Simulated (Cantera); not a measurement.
Source: NASA polynomial tables (part measured, part estimated), evaluated in Cantera. Values are per mole of reaction as written; species without (g) are pure solids or liquids, kept so even where they would boil at 1 bar.

2 Cr2O3 + 2 N(g) + 3 H2(g) → 2 Cr2N + 3 H2O2(g), with ΔH° = 664.6 kJ and ΔS° = -25.5 J/K at 300 K.

Q: How far is the shortcut ΔG° ≈ ΔH°(300 K) − T·ΔS°(300 K) from the full temperature-dependent value at 775, 825, 875, 925, 975, 1025, 1075 K?

A: 
```tsv
T (K)	shortcut (kJ)	full (kJ)	difference (kJ)	difference in log10 K
775	684.4	703.6	-19.2	1.29
825	685.7	708.0	-22.3	1.41
875	687.0	712.5	-25.5	1.52
925	688.2	717.0	-28.8	1.63
975	689.5	721.6	-32.1	1.72
1025	690.8	726.3	-35.5	1.81
1075	692.1	731.0	-39.0	1.89
```
The shortcut ignores the heat-capacity change of the reaction.
